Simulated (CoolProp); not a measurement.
Vapour-liquid equilibrium of R143a (1) + dimethyl ether (2) at 883 kPa; x and y are mole fractions of (1).

The numbers come from the multi-fluid Helmholtz-energy mixture model, Lemmon and Jacobsen 2000 and Wu 2011; pair parameters Bell 2016 in CoolProp.

```
x      bubble temperature, mixture model (°C)  bubble temperature, Raoult's law (°C)  y, mixture model  y, Raoult's law
-----  --------------------------------------  -------------------------------------  ----------------  ---------------
0.05                                     37.5                                   37.7             0.094            0.098
0.125                                    34.4                                   34.9             0.218            0.229
0.2                                      31.6                                   32.3             0.326            0.344
0.275                                    29.1                                   29.8             0.421            0.445
0.35                                     26.8                                   27.5             0.505            0.533
0.425                                    24.6                                   25.3             0.581            0.612
0.5                                      22.6                                   23.2             0.649            0.682
0.575                                    20.7                                   21.3             0.711            0.745
0.65                                     19.0                                   19.4             0.769            0.801
0.725                                    17.3                                   17.7             0.823            0.852
0.8                                      15.8                                   16.0             0.874            0.898
0.875                                    14.3                                   14.4             0.923            0.939
0.95                                     12.8                                   12.9             0.970            0.977
```

The largest gap from Raoult's law is -0.7 K in bubble temperature, at x = 0.35. No azeotrope shows between x = 0.05 and 0.95.

Pair parameters are fitted to limited data, so mixtures are less certain than the pure fluids.
